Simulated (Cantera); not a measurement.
An adiabatic, constant-pressure homogeneous reactor starts with CH4 : O2 : N2 = 1 : 2.27 : 8.55 (molar parts), equivalence ratio 0.88, at 1250 K and 7.80 bar. Integrator tolerance rtol = 1e-08.

Detailed kinetics in Cantera: GRI-Mech 3.0 (53 species, 325 reactions).

```tsv
quantity	before	after
time of steepest temperature rise	3.19 ms	2.66 ms
temperature at 9.00 s	2698 K	2391 K
equilibrium temperature	2698 K	2391 K
x(CH4) at 9.00 s	<1e-12 (gas-phase equilibrium <1e-12)	<1e-12 (gas-phase equilibrium <1e-12)
x(O2) at 9.00 s	0.0242 (gas-phase equilibrium 0.0242)	0.0746 (gas-phase equilibrium 0.0746)
x(HCO) at 9.00 s	1.89e-8 (gas-phase equilibrium 1.89e-8)	2.46e-10 (gas-phase equilibrium 2.46e-10)
x(CH2) at 9.00 s	<1e-12 (gas-phase equilibrium <1e-12)	<1e-12 (gas-phase equilibrium <1e-12)
x(NO) at 9.00 s	0.0102 (gas-phase equilibrium 0.0102)	0.0109 (gas-phase equilibrium 0.0109)
x(CH2CO) at 9.00 s	<1e-12 (gas-phase equilibrium <1e-12)	<1e-12 (gas-phase equilibrium <1e-12)
x(O) at 9.00 s	0.00200 (gas-phase equilibrium 0.00200)	0.000815 (gas-phase equilibrium 0.000815)
```

Problem. Name the change that produced these shifts.
A. N2 8.55 to 12 parts
B. pressure from 7.80 bar to 5.00 bar
C. constant volume in place of constant pressure
D. CH4 1 to 0.67 parts

Solution. D, CH4 1 to 0.67 parts
